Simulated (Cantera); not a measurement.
Charge: 1 mol Si₂H₆, 0.58 mol H₂O, a varied amount of N₂, at 1825 K and 0.750 Torr.

Method: chemical equilibrium by Gibbs-energy minimisation in Cantera with the NASA 1993 tables (ideal gas, pure condensed phases). Candidate condensed phases: H₂O, Si, SiO₂, Si₂N₂O, Si₃N₄; 35 gas species. The feed counts by its element totals alone. The tables' values for SiN are old estimates; treat these amounts as uncertain. The numbers say what is thermodynamically allowed, not how fast it happens.

x: gas mole fraction; n: condensed amount in mol.

| n(N₂) (mol) | x N₂ | x H₂ | x SiO | x H | x Si | x Si₂N | x SiH | n Si(l) |
|---|---|---|---|---|---|---|---|---|
| 11 | 0.720 | 0.231 | 0.0380 | 0.00669 | 0.00455 | 7.86e-5 | 7.34e-5 | 1.34 |
| 15 | 0.777 | 0.182 | 0.0300 | 0.00595 | 0.00455 | 8.17e-5 | 6.53e-5 | 1.33 |
| 19 | 0.814 | 0.151 | 0.0249 | 0.00541 | 0.00455 | 8.36e-5 | 5.93e-5 | 1.31 |
| 24 | 0.846 | 0.124 | 0.0204 | 0.00490 | 0.00455 | 8.52e-5 | 5.38e-5 | 1.28 |
| 30 | 0.872 | ___ | ___ | ___ | 0.00455 | 8.65e-5 | ___ | 1.25 |
| 39 | 0.898 | 0.0804 | 0.0133 | 0.00395 | 0.00455 | 8.78e-5 | 4.33e-5 | 1.21 |
| 49 | 0.916 | 0.0651 | 0.0108 | 0.00355 | 0.00455 | 8.87e-5 | 3.90e-5 | 1.16 |
| 63 | 0.932 | ___ | ___ | ___ | 0.00455 | 8.95e-5 | ___ | 1.09 |
| 80 | 0.945 | 0.0409 | 0.00685 | 0.00281 | 0.00455 | 9.01e-5 | 3.09e-5 | 1.01 |
| 100 | 0.954 | 0.0329 | 0.00554 | 0.00253 | 0.00455 | 9.05e-5 | 2.77e-5 | 0.907 |

Question: What belongs in the gaps?

Answer: 
- 30, x H₂: 0.102
- 30, x SiO: 0.0169
- 30, x H: 0.00444
- 30, x SiH: 4.88e-5
- 63, x H₂: 0.0514
- 63, x SiO: 0.00858
- 63, x H: 0.00316
- 63, x SiH: 3.46e-5
